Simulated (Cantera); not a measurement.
Feed: 1 mol SiCl₄, 0.052 mol HCl, 82 mol N₂, equilibrated at 600 °C and 5.20 mbar.

Equilibrium computed with Cantera from the NASA thermochemical tables; the gas is ideal and each condensed phase is pure. Candidate condensed phases: NH₄Cl, Si, Si₃N₄; 28 gas species. The numbers say what is thermodynamically allowed, not how fast it happens.

### Question
What is the equilibrium state?

### Answer
| Item | Result |
|---|---|
| x(N₂) | 0.987 |
| x(SiCl₄) | 0.0120 |
| x(HCl) | 0.000626 |
| gas amount | 83.05 mol |
| log10 activity of Si(s) (absent) | -14.71 |
